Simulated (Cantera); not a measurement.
Input: 1 mol n-butane, 0.028 mol O2, 0.49 mol N2, at 40.0 mbar.

Method: chemical equilibrium by Gibbs-energy minimisation in Cantera with the NASA 1993 tables (ideal gas, pure condensed phases). Candidate condensed phases: C, C6H6, C7H8, C8H18, H2O; 136 gas species. Rates play no part.

x: gas mole fraction; n: condensed amount in mol.

| T (°C) | x H2 | x CH4 | x N2 | x H2O | x CO | n C(graphite) |
|---|---|---|---|---|---|---|
| 327 | 0.361 | 0.491 | 0.133 | 0.0150 | 5.11e-5 | [?] |
| 377 | 0.552 | 0.317 | 0.117 | 0.0130 | 0.000231 | [?] |
| 427 | 0.711 | 0.172 | 0.105 | 0.0108 | 0.000887 | [?] |
| 477 | 0.809 | 0.0836 | 0.0964 | 0.00798 | 0.00271 | 3.56 |
| 527 | 0.858 | 0.0396 | 0.0923 | 0.00458 | 0.00571 | 3.76 |
| 577 | 0.880 | 0.0193 | 0.0902 | 0.00203 | 0.00817 | 3.85 |
| 627 | 0.891 | 0.00990 | 0.0893 | 0.000809 | 0.00936 | 3.89 |
| 677 | 0.896 | 0.00538 | 0.0889 | 0.000328 | 0.00981 | 3.92 |
| 727 | 0.898 | 0.00308 | 0.0886 | 0.000142 | 0.00998 | 3.93 |
| 777 | 0.900 | 0.00185 | 0.0885 | 6.56e-5 | 0.0100 | 3.93 |
| 827 | 0.900 | 0.00116 | 0.0885 | 3.25e-5 | 0.0101 | 3.94 |
| 877 | 0.901 | 0.000759 | 0.0884 | 1.70e-5 | 0.0101 | 3.94 |

Question: What belongs in the gaps?

Answer: 
- 327, n C(graphite): 2.19
- 377, n C(graphite): 2.68
- 427, n C(graphite): 3.19
